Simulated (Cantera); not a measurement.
Feed: 1 mol Fe2O3, 1.3 mol H2O, 0.14 mol H2, at 0.0100 bar.

Method: chemical equilibrium by Gibbs-energy minimisation in Cantera with the NASA 1993 tables (ideal gas, pure condensed phases). Candidate condensed phases: Fe, FeO, Fe(OH)2, Fe(OH)3, Fe2O3, Fe3O4, H2O; 12 gas species. Mutual solubility and eutectic melting of coexisting phases are not modelled. Rates play no part.

x: gas mole fraction; n: condensed amount in mol.

| T (K) | x H2O | x O2 | x OH | x H2 | x O | x H | x Fe(OH)2 | n Fe2O3(s) | n Fe3O4(s) |
|---|---|---|---|---|---|---|---|---|---|
| 798 | 1.000 | <1e-12 | 2.27e-12 | 1.34e-5 | <1e-12 | <1e-12 | 1.63e-12 | 0.580 | 0.280 |
| 948 | 1.000 | ___ | ___ | ___ | <1e-12 | ___ | ___ | 0.580 | 0.280 |
| 1098 | 1.000 | 5.42e-7 | 2.64e-7 | 1.70e-5 | 1.75e-11 | 1.02e-9 | 5.30e-9 | 0.580 | 0.280 |
| 1248 | 1.000 | 0.000271 | 1.06e-5 | 2.02e-5 | 1.10e-8 | 2.10e-8 | 7.08e-8 | 0.578 | 0.282 |
| 1398 | 0.965 | 0.0345 | 0.000189 | 2.28e-5 | 1.70e-6 | 2.26e-7 | 5.23e-7 | 0.271 | 0.486 |
| 1548 | 0.936 | 0.0627 | ___ | ___ | ___ | ___ | ___ | 0 | 0.667 |
| 1698 | 0.934 | 0.0625 | 0.00256 | 0.000735 | 0.000109 | 3.92e-5 | 2.95e-5 | 0 | 0.667 |

Q: Complete the blanks.

A: 
- 948, x O2: 1.36e-10
- 948, x OH: 1.98e-9
- 948, x H2: 1.46e-5
- 948, x H: 2.01e-11
- 948, x Fe(OH)2: 1.76e-10
- 1548, x OH: 0.000839
- 1548, x H2: 0.000132
- 1548, x O: 1.91e-5
- 1548, x H: 3.53e-6
- 1548, x Fe(OH)2: 4.52e-6
